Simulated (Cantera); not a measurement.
A Cantera script and what it prints.

```python
import numpy as np
import cantera as ct

gas_names = """
    NO2 O3
""".split()
cond_names = """
    V2O4(I) V2O4(II) V2O4(L) VN(s)
""".split()


# ... load() reads the species with a 1 bar reference pressure and builds the phases ...
species = {s.name: s for s in load("nasa_gas.yaml", gas_names) + load("nasa_condensed.yaml", cond_names)}
# Each term lists the table entries of one substance; the one whose range holds T is used.
reactions = {
    '3 V2O4 + 6 NO2(g) = 8 O3(g) + 6 VN':
        [(-3, ['V2O4(I)', 'V2O4(II)', 'V2O4(L)']), (-6, ['NO2']), (8, ['O3']), (6, ['VN(s)'])],
}


def pick(names, T):
    return next(species[n] for n in names if species[n].thermo.min_temp <= T <= species[n].thermo.max_temp)


results = []
for label, terms in reactions.items():
    print(label)
    print("     T/K   dH/kJ  dS/(J/K)   dG/kJ   log10 K")
    for T in [300, 473, 573, 673, 773, 873, 973]:
        used = [(nu, pick(names, T)) for nu, names in terms]
        dH = sum(nu * s.thermo.h(T) for nu, s in used) / 1e6
        dS = sum(nu * s.thermo.s(T) for nu, s in used) / 1e3
        dG = dH - T * dS / 1e3
        logK = -dG * 1e6 / (ct.gas_constant * T * np.log(10))
        results.append((label, T, dH, dS, dG, logK, [s.name for _, s in used]))
        print(f"{T:8g} {dH:8.1f} {dS:8.1f} {dG:8.1f} {logK:8.2f}")
```

Result:

```
3 V2O4 + 6 NO2(g) = 8 O3(g) + 6 VN
     T/K   dH/kJ  dS/(J/K)   dG/kJ   log10 K
     300   3907.9    384.0   3792.7  -660.35
     473   3874.7    288.6   3738.2  -412.81
     573   3871.4    282.3   3709.7  -338.17
     673   3868.3    277.3   3681.7  -285.75
     773   3865.3    273.1   3654.2  -246.92
     873   3862.2    269.3   3627.1  -217.02
     973   3859.1    266.0   3600.3  -193.28
```

Standard-state values (1 bar) from the NASA 1993 polynomials, evaluated with Cantera. VN: taken at fixed stoichiometry. Condensed species are held in their standard states even where they would react or evaporate.
